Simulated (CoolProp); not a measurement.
A closed Brayton cycle with carbon dioxide: compressor inlet 333.15 K and 9.8 MPa, high pressure 32.7 MPa, turbine inlet 630 K, compressor efficiency 0.85, turbine efficiency 0.93, recuperator effectiveness 0.8 (on enthalpy, no pinch check). Each further row changes one setting.

Model: reference Helmholtz-energy equation of state, Span 1996, in CoolProp.

```tsv
case	thermal efficiency (%)	net work (kJ/kg)	compressor to turbine work	compressor exit (K)	turbine exit (K)
as stated	…	48.5	0.57	430.4	502.0
turbine inlet 580 K	…	…	0.65	430.4	457.4
compressor inlet 343.15 K	19.7	40.3	0.65	449.9	502.0
high pressure 27.8 MPa	22.5	46.5	0.54	416.9	…
recuperator effectiveness 0.5	…	48.5	0.57	430.4	502.0
```

Problem. Fill in the missing entries.

Solution. 
- as stated, thermal efficiency (%): 22.2
- turbine inlet 580 K, thermal efficiency (%): 18.1
- turbine inlet 580 K, net work (kJ/kg): 35.2
- high pressure 27.8 MPa, turbine exit (K): 518.7
- recuperator effectiveness 0.5, thermal efficiency (%): 19.9
